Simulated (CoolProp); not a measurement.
Vapour pressure (bar) of n-heptane: the reference equation beside estimates from Tc = 541.2 K, pc = 27.74 bar, ω = 0.349. Clausius-Clapeyron is anchored at 281.5 K with a constant enthalpy of vaporisation of 37.62 kJ/mol.

Values from CoolProp's reference Helmholtz-energy equation of state, Span 2003. It is a short technical equation, of lower accuracy than the large ones.

```csv
T (K),reference,Clausius-Clapeyron,Redlich-Kwong,Soave-Redlich-Kwong,Peng-Robinson
274.2,0.01624,0.01630,0.07505,0.01559,0.01698
277.8,0.02016,0.02019,0.08944,0.01937,0.02098
281.5,0.02501,0.02501,0.1065,0.02405,0.02590
285.1,0.03064,0.03063,0.1255,0.02948,0.03161
288.7,0.03731,0.03733,0.1471,0.03594,0.03834
292.3,0.04517,0.04528,0.1716,0.04355,0.04626
295.9,0.05439,0.05467,0.1992,0.05248,0.05551
299.6,0.06545,0.06603,0.2311,0.06322,0.06659
303.2,0.07796,0.07899,0.2659,0.07539,0.07910
306.8,0.09240,0.09411,0.3047,0.08945,0.09351
```

Absolute difference from the reference over all 10 rows, mean and median: Clausius-Clapeyron 0.5 and 0.3 %, Redlich-Kwong 290.6 and 287.1 %, Soave-Redlich-Kwong 3.6 and 3.6 %, Peng-Robinson 2.7 and 2.6 %.
